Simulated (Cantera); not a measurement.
An adiabatic, constant-pressure homogeneous reactor starts with 21.7 % H2, 16.4 % O2, 61.8 % N2, at 1523 K and 10.0 bar.

Detailed kinetics in Cantera: the H2/O2 subset of GRI-Mech 3.0, which has no nitrogen chemistry. The hydrogen kinetics of GRI-Mech 3.0 are dated; newer H2 mechanisms differ, most at raised pressure.

Problem. Predict: time of steepest temperature rise; temperature at 0.200 s; equilibrium temperature; x(H2) at 0.200 s; x(O2) at 0.200 s; x(H2O2) at 0.200 s; x(H2O) at 0.200 s; x(O) at 0.200 s.

Solution. 
| Property | Result |
|---|---|
| time of steepest temperature rise | 1.39 µs |
| temperature at 0.200 s | 2842 K |
| equilibrium temperature | 2842 K |
| x(H2) at 0.200 s | 0.00742 (gas-phase equilibrium 0.00742) |
| x(O2) at 0.200 s | 0.0582 (gas-phase equilibrium 0.0582) |
| x(H2O2) at 0.200 s | 2.26e-6 (gas-phase equilibrium 2.26e-6) |
| x(H2O) at 0.200 s | 0.220 (gas-phase equilibrium 0.220) |
| x(O) at 0.200 s | 0.00490 (gas-phase equilibrium 0.00490) |
